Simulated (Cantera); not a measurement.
# Equilibrium for silicon oxide and oxynitride deposition: TEOS + H2O + H2

A closed system holds: 1 mol TEOS, 9.9 mol H2O, 0.19 mol H2, equilibrated at 325 °C and 3900 Pa.

Equilibrium computed with Cantera from the NASA thermochemical tables; the gas is ideal and each condensed phase is pure. Candidate condensed phases: C, C6H6, C7H8, C8H18, H2O, Si, SiC, SiO2; 123 gas species. The feed counts by its element totals alone. Equilibrium is a limit: real reactors are often held back by kinetics, nucleation or transport.

```json
{
  "x(H2O)": "0.431",
  "x(H2)": "0.237",
  "x(CH4)": "0.218",
  "x(CO2)": "0.111",
  "x(CO)": "0.00210",
  "n(C(graphite))": "1.98 mol",
  "n(SiO2(α-quartz))": "1.00 mol",
  "gas_amount": "18.17 mol",
  "log10 activity of Si(s) (absent)": "-33.14"
}
```
